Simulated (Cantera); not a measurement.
A Cantera script and its output.

```python
import numpy as np
import cantera as ct

surf = ct.Interface("ptcombust.yaml", "Pt_surf")
gas = surf.adjacent["gas"]
gas.TPX = 300, 39000, {'CH4': 0.022, 'O2': 0.075, 'N2': 0.79}
jet = ct.ImpingingJet(gas=gas, width=0.023, surface=surf)
jet.inlet.mdot, jet.inlet.T, jet.inlet.X = 0.024, 300, {'CH4': 0.022, 'O2': 0.075, 'N2': 0.79}
jet.set_refine_criteria(ratio=10, slope=0.2, curve=0.3)
show, cover = ['CH4', 'O2', 'H2O', 'OH', 'CO', 'CO2'], ["PT(S)", "H(S)", "O(S)", "OH(S)", "CO(S)", "C(S)"]

rows = []
print(f"{'Ts/K':>7s}" + "".join(f"{s:>11s}" for s in show + cover) + "   (gas at the wall, coverages)")
for i, Ts in enumerate([950, 1000, 1050, 1100, 1150, 1200]):
    jet.surface.T = Ts
    if i == 0:
        surf.TP = Ts, 39000
        surf.coverages = "PT(S):0.5, O(S):0.5"
        surf.advance_coverages(1.0)
        jet.set_initial_guess(products="inlet")
    jet.solve(loglevel=0, auto=(i == 0))
    rows.append([*(jet.X[gas.species_index(s), -1] for s in show), *surf[cover].coverages])
    print(f"{Ts:7g}" + "".join(f"{x:11.3e}" for x in rows[-1]))
```

Output:

```
   Ts/K        CH4         O2        H2O         OH         CO        CO2      PT(S)       H(S)       O(S)      OH(S)      CO(S)       C(S)   (gas at the wall, coverages)
    950  6.197e-03  4.519e-02  3.465e-02  5.481e-08  2.996e-06  2.260e-02  2.323e-01  3.219e-07  7.650e-01  2.655e-03  8.577e-06  4.103e-08
   1000  3.949e-03  4.048e-02  3.873e-02  1.426e-07  2.591e-06  2.530e-02  3.014e-01  6.837e-07  6.961e-01  2.538e-03  5.484e-06  3.426e-08
   1050  2.701e-03  3.789e-02  4.094e-02  3.307e-07  2.345e-06  2.678e-02  3.699e-01  1.274e-06  6.278e-01  2.322e-03  3.561e-06  2.834e-08
   1100  1.965e-03  3.640e-02  4.219e-02  7.049e-07  2.236e-06  2.761e-02  4.366e-01  2.173e-06  5.613e-01  2.078e-03  2.400e-06  2.378e-08
   1150  1.501e-03  3.556e-02  4.288e-02  1.394e-06  2.238e-06  2.804e-02  5.005e-01  3.475e-06  4.977e-01  1.836e-03  1.685e-06  2.036e-08
   1200  1.068e-03  3.520e-02  4.333e-02  2.615e-06  3.076e-06  2.807e-02  5.606e-01  5.285e-06  4.377e-01  1.609e-03  1.222e-06  1.591e-08
```

Model: Deutschmann's 1995 Pt surface mechanism with GRI-Mech 3.0 gas chemistry, integrated in Cantera. Catalytic surfaces can have several steady states; this one follows from the mechanism file's or the stated starting coverage.
